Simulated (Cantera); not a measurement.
## NO annealing gas

An isothermal, constant-pressure homogeneous reactor starts with 20.4 % NO, 79.6 % N2, at 2200 K and 1.30 bar.

Model: GRI-Mech 3.0 (53 species, 325 reactions), integrated in Cantera.

```csv
t (s),x NO,x N2O,x O2,x N2,x O
4.00e-5,0.204,7.74e-6,1.84e-7,0.796,9.36e-6
9.57e-5,0.204,1.44e-5,1.20e-6,0.796,2.47e-5
0.000229,0.204,2.07e-5,9.16e-6,0.796,6.58e-5
0.000547,0.204,2.26e-5,6.95e-5,0.796,0.000138
0.00131,0.203,2.23e-5,0.000341,0.796,0.000177
0.00313,0.202,2.20e-5,0.00107,0.797,0.000190
0.00748,0.198,2.11e-5,0.00285,0.799,0.000214
0.0179,0.189,1.91e-5,0.00725,0.803,0.000264
0.0428,0.167,1.49e-5,0.0180,0.814,0.000358
0.102,0.120,7.76e-6,0.0414,0.837,0.000505
0.245,0.0532,1.91e-6,0.0750,0.871,0.000660
0.585,0.0148,6.76e-7,0.0942,0.890,0.000733
1.40,0.00925,6.20e-7,0.0970,0.893,0.000743
3.35,0.00917,6.19e-7,0.0970,0.893,0.000743
8.00,0.00917,6.19e-7,0.0970,0.893,0.000743
```
x: mole fraction; the columns are a selection and need not sum to one.

Equilibrium at this temperature and pressure: NO 0.00917, N2O 6.19e-7, O2 0.0970, N2 0.893, O 0.000743 (gas phase only).
